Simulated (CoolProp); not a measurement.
Vapour-liquid equilibrium of isobutene (1) + acetone (2) at 408 kPa; x and y are mole fractions of (1).

The numbers come from the multi-fluid Helmholtz-energy mixture model, Lemmon 2005 and Lemmon 2006; pair parameters Bell 2016 in CoolProp.

Give the bubble temperature and the first vapour's composition at x = 0.125, 0.425, 0.875. Is there an azeotrope?

x = 0.125: 348.6 K, y = 0.563; x = 0.425: 322.0 K, y = 0.853; x = 0.875: 310.9 K, y = 0.955. No azeotrope shows between x = 0.05 and 0.95.

The pair parameters rest on a limited set of measurements; away from them the model extrapolates.
